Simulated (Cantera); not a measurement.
# Chlorosilane synthesis and conversion: SiCl4 + Cl2 + H2

A closed system holds: 1 mol SiCl4, 2.3 mol Cl2, a varied amount of H2, held at 375 °C and 1 atm.

Cantera equilibrium calculation (NASA polynomials, part measured and part estimated; ideal gas, pure solids and liquids). Candidate condensed phases: Si; 19 gas species. Rates play no part.

| n(H2) (mol) | x HCl | x H2 | x Cl2 | x SiCl4 | x SiHCl3 | x Cl |
|---|---|---|---|---|---|---|
| 0.45 | 0.240 | <1e-12 | 0.493 | 0.267 | <1e-12 | 8.50e-8 |
| 0.63 | 0.321 | <1e-12 | 0.425 | 0.254 | <1e-12 | 7.89e-8 |
| 0.89 | 0.425 | <1e-12 | 0.337 | 0.239 | <1e-12 | 7.02e-8 |
| 1.3 | 0.565 | <1e-12 | 0.217 | 0.217 | <1e-12 | 5.64e-8 |
| 1.8 | 0.706 | <1e-12 | 0.0980 | 0.196 | <1e-12 | 3.79e-8 |
| 2.5 | 0.793 | 0.0345 | <1e-12 | 0.172 | 5.87e-7 | <1e-12 |
| 3.5 | 0.676 | 0.176 | <1e-12 | 0.147 | 3.00e-6 | <1e-12 |
| 4.9 | 0.561 | 0.317 | <1e-12 | 0.122 | 5.40e-6 | <1e-12 |
| 6.9 | 0.451 | 0.451 | <1e-12 | 0.0980 | 7.67e-6 | <1e-12 |
| 9.7 | 0.354 | 0.569 | <1e-12 | 0.0769 | 9.69e-6 | <1e-12 |
| 14 | 0.266 | 0.676 | <1e-12 | 0.0578 | 1.15e-5 | <1e-12 |
x: gas mole fraction; nothing condenses.

From 0.45 mol H2 to 14 mol H2 nothing is condensed. The main Si-bearing gas is SiCl4 throughout.
